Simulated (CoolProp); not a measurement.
Saturated liquid density (kg/m³) of ammonia: the reference equation beside estimates from Tc = 132.4 °C, pc = 113.6 bar, ω = 0.256.

Model: reference Helmholtz-energy equation of state, Gao 2020, in CoolProp.

```json
[
 {"T (°C)": "-14.65", "reference": "658.1", "van der Waals": "344.5", "Redlich-Kwong": "[?]"},
 {"T (°C)": "-12.35", "reference": "655.1", "van der Waals": "343.0", "Redlich-Kwong": "502.1"},
 {"T (°C)": "-10.15", "reference": "652.2", "van der Waals": "341.6", "Redlich-Kwong": "499.7"},
 {"T (°C)": "-7.85", "reference": "649.2", "van der Waals": "340.1", "Redlich-Kwong": "497.1"},
 {"T (°C)": "-5.55", "reference": "[?]", "van der Waals": "338.6", "Redlich-Kwong": "494.4"},
 {"T (°C)": "-3.35", "reference": "643.2", "van der Waals": "[?]", "Redlich-Kwong": "491.9"},
 {"T (°C)": "-1.05", "reference": "640.1", "van der Waals": "335.7", "Redlich-Kwong": "489.2"},
 {"T (°C)": "1.25", "reference": "636.9", "van der Waals": "334.1", "Redlich-Kwong": "[?]"},
 {"T (°C)": "3.45", "reference": "633.9", "van der Waals": "332.6", "Redlich-Kwong": "483.9"},
 {"T (°C)": "5.75", "reference": "630.7", "van der Waals": "331.1", "Redlich-Kwong": "481.1"},
 {"T (°C)": "8.05", "reference": "627.5", "van der Waals": "329.5", "Redlich-Kwong": "478.3"},
 {"T (°C)": "10.25", "reference": "624.4", "van der Waals": "327.9", "Redlich-Kwong": "475.5"},
 {"T (°C)": "12.55", "reference": "621.2", "van der Waals": "[?]", "Redlich-Kwong": "[?]"},
 {"T (°C)": "14.85", "reference": "617.9", "van der Waals": "324.7", "Redlich-Kwong": "469.7"}
]
```

Task: Complete the blanks.

Result: 
- -14.65, Redlich-Kwong: 504.7
- -5.55, reference: 646.1
- -3.35, van der Waals: 337.2
- 1.25, Redlich-Kwong: 486.5
- 12.55, van der Waals: 326.3
- 12.55, Redlich-Kwong: 472.6

Absolute difference from the reference over all 14 rows, mean and median: van der Waals 47.6 and 47.5 %, Redlich-Kwong 23.6 and 23.6 %.
